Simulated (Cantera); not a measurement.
A perfectly stirred reactor is fed with CH4 : C2H6 : C3H8 : O2 : N2 = 1 : 0.11 : 0.06 : 1.79 : 6.73 (molar parts), at 9000 Torr; it is adiabatic with a 598 K inlet, and is followed from long to short residence time, starting on the burning branch (τ in s: 0.13, 0.06, 0.028, 0.013, 0.0058, 0.0027, 0.0012, 0.00057, 0.00026, 0.00012, 5.6e-05, 2.6e-05, 1.2e-05).

Computed with Cantera and GRI-Mech 3.0 (53 species, 325 reactions). The pressure lies above the range GRI-Mech 3.0 was tuned for (to about 10 atm).

x: mole fraction; the columns are a selection and need not sum to one.

| τ (s) | T (K) | x CH4 | x C2H6 | x C3H8 | x C2H | x NO | x O2 | x HCN |
|---|---|---|---|---|---|---|---|---|
| 0.13 | 2138 | 0.000174 | 2.69e-8 | 8.20e-9 | [?] | 3.21e-5 | 1.76e-5 | 4.56e-6 |
| 0.060 | 2138 | 0.000344 | 6.96e-8 | 1.76e-8 | [?] | 4.17e-5 | 3.71e-5 | 1.04e-5 |
| 0.028 | 2139 | 0.000643 | 1.86e-7 | 3.73e-8 | [?] | 5.10e-5 | 7.71e-5 | 2.20e-5 |
| 0.013 | 2141 | 0.00112 | 5.00e-7 | 7.88e-8 | [?] | 5.68e-5 | 0.000160 | 4.04e-5 |
| 0.0058 | 2144 | 0.00185 | 1.34e-6 | 1.72e-7 | [?] | 5.59e-5 | 0.000339 | 6.18e-5 |
| 0.0027 | 2145 | 0.00272 | 3.18e-6 | 3.61e-7 | [?] | 4.93e-5 | 0.000678 | 7.59e-5 |
| 0.0012 | 2143 | 0.00381 | 7.51e-6 | 7.94e-7 | [?] | 3.94e-5 | 0.00139 | 7.99e-5 |
| 0.00057 | 2135 | 0.00499 | 1.62e-5 | 1.67e-6 | [?] | 2.96e-5 | 0.00265 | 7.33e-5 |
| 0.00026 | 2112 | 0.00657 | 3.79e-5 | 3.84e-6 | 1.05e-6 | 1.90e-5 | 0.00524 | 5.60e-5 |
| 0.00012 | 2057 | 0.00921 | 0.000105 | 1.02e-5 | 1.10e-6 | 8.37e-6 | 0.0109 | 2.90e-5 |
| 5.6e-5 | 598 | 0.103 | 0.0114 | 0.00619 | <1e-12 | <1e-12 | 0.185 | <1e-12 |
| 2.6e-5 | 598 | 0.103 | 0.0114 | 0.00619 | <1e-12 | <1e-12 | 0.185 | <1e-12 |
| 1.2e-5 | 598 | 0.103 | 0.0114 | 0.00619 | <1e-12 | <1e-12 | 0.185 | <1e-12 |

Some entries are withheld; supply them.


- 0.13, x C2H: 3.09e-9
- 0.060, x C2H: 8.21e-9
- 0.028, x C2H: 2.21e-8
- 0.013, x C2H: 5.75e-8
- 0.0058, x C2H: 1.40e-7
- 0.0027, x C2H: 2.82e-7
- 0.0012, x C2H: 5.12e-7
- 0.00057, x C2H: 7.77e-7
